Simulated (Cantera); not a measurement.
## Adiabatic ignition

An adiabatic, constant-pressure homogeneous reactor starts with 4.65 % CH4, 1.13 % CO, 9.59 % O2, 84.6 % N2, equivalence ratio 1.0, at 1050 K and 51000 Pa.

Computed with Cantera and GRI-Mech 3.0 (53 species, 325 reactions).

```
t (s)     T (K)   x CH4     x CO      x O2    x C2H2     x H2O
--------  -----  ------  -------  --------  --------  --------
7.00e-6    1050  0.0465   0.0113    0.0959    <1e-12  2.69e-12
2.21e-5    1050  0.0465   0.0113    0.0959    <1e-12  2.38e-11
7.00e-5    1050  0.0465   0.0113    0.0959    <1e-12  1.10e-10
0.000221   1050  0.0465   0.0113    0.0959    <1e-12  4.01e-10
0.000700   1050  0.0465   0.0113    0.0959    <1e-12   1.50e-9
0.00221    1050  0.0465   0.0113    0.0959    <1e-12   6.84e-9
0.00700    1050  0.0465   0.0113    0.0959    <1e-12   4.39e-8
0.0221     1050  0.0465   0.0113    0.0959    <1e-12   3.87e-7
0.0700     1050  0.0465   0.0113    0.0959    <1e-12   3.09e-6
0.221      1050  0.0465   0.0113    0.0959  2.26e-12   1.54e-5
0.700      1051  0.0464   0.0113    0.0959  9.01e-11   8.39e-5
2.21       1063  0.0447   0.0117    0.0945   6.26e-8   0.00166
7.00       2072  <1e-12  0.00592  0.000855    <1e-12    0.0905
```
x: mole fraction; the columns are a selection and need not sum to one.

| Item | Result |
|---|---|
| time of steepest temperature rise | 2.54 s |
| temperature at 7.00 s | 2072 K |
| equilibrium temperature | 2072 K |
| x(CH4) at 7.00 s | <1e-12 (gas-phase equilibrium <1e-12) |
| x(CO) at 7.00 s | 0.00592 (gas-phase equilibrium 0.00593) |
| x(O2) at 7.00 s | 0.000855 (gas-phase equilibrium 0.000852) |
